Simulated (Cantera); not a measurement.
A closed system holds: 1 mol Si, 18 mol HCl, equilibrated at 75.0 Torr.

Equilibrium computed with Cantera from the NASA thermochemical tables; the gas is ideal and each condensed phase is pure. Candidate condensed phases: Si; 19 gas species. The tables' values for SiCl3 are old estimates; treat these amounts as uncertain. Rates play no part.

x: gas mole fraction; nothing condenses.

```
T (K)  x HCl   x H2  x SiCl4   x SiCl3   x SiCl2  x SiHCl3
-----  -----  -----  -------  --------  --------  --------
575    0.824  0.118   0.0588  1.43e-12    <1e-12   1.25e-7
650    0.824  0.118   0.0588  1.05e-10    <1e-12   6.83e-7
725    0.824  0.118   0.0588   3.11e-9    <1e-12   2.59e-6
800    0.824  0.118   0.0588   4.85e-8         …         …
875    0.824  0.118   0.0588   4.68e-7  2.15e-10   1.84e-5
950    0.824  0.118   0.0588   3.14e-6   5.59e-9   3.85e-5
1025   0.824  0.118   0.0587   1.58e-5         …         …
1100   0.824  0.117   0.0586   6.36e-5   9.60e-7  0.000123
1175   0.824  0.117   0.0584  0.000213   7.57e-6  0.000196
1250   0.824  0.117   0.0579  0.000609   4.58e-5  0.000292
1325   0.825  0.116   0.0566   0.00152  0.000221  0.000408
1400   0.827  0.114   0.0540   0.00331  0.000859  0.000528
1475   0.831  0.111   0.0490   0.00621   0.00268  0.000617
1550   0.837  0.104   0.0411   0.00985   0.00658  0.000629
```

### Question
Some entries are withheld; supply them.

### Answer

- 800, x SiCl2: 4.44e-12
- 800, x SiHCl3: 7.59e-6
- 1025, x SiCl2: 8.89e-8
- 1025, x SiHCl3: 7.21e-5
